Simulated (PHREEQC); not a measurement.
Synthetic water in mg/L, 20 °C, pH 2.04, pe 9.7: Na 225; K 0.801; Ca 96; Mg 39.4; Cl 235; S(6) as SO4 1750; Al 77.2; F 1.2; Cd 2.98; Cu(2) 5.

Valence states are taken as typed.

Model: ion-association model, phreeqc.dat, run in PHREEQC.

Each row changes one thing in this solution. Precipitation was switched off in this run.

| case | ionic strength (mol/kgw) | SO4-2 (mol/kgw) | HSO4- (mol/kgw) | AlSO4+ (mol/kgw) | Ca+2 (mol/kgw) | Mg+2 (mol/kgw) | SI of Gypsum (CaSO4:2H2O) | SI of Halite (NaCl) |
|---|---|---|---|---|---|---|---|---|
| as made | 0.0444 | 0.00969 | 0.00447 | 0.00203 | 0.00170 | 0.00110 | -0.83 | -5.93 |
| Na from 225 to 675 mg/L | 0.0545 | 0.00968 | 0.00427 | 0.00200 | 0.00176 | 0.00114 | -0.87 | -5.46 |
| temperature from 20 to 75 °C at the same typed pH | 0.0377 | 0.00513 | 0.00918 | 0.00206 | 0.00181 | 0.000897 | -0.97 | -5.97 |
| all concentrations times 3 at the same typed pH | 0.115 | 0.0285 | 0.0105 | (withheld) | 0.00428 | 0.00270 | -0.20 | (withheld) |

Q: Some entries are withheld; supply them.

A: 
- all concentrations times 3 at the same typed pH, AlSO4+ (mol/kgw): 0.00577
- all concentrations times 3 at the same typed pH, SI of Halite (NaCl): -5.04

At this temperature some constants are extrapolated from 25 °C, and those without enthalpy data are left unchanged. Fluoro complexes past AlF4- and FeF3 are missing from the database.
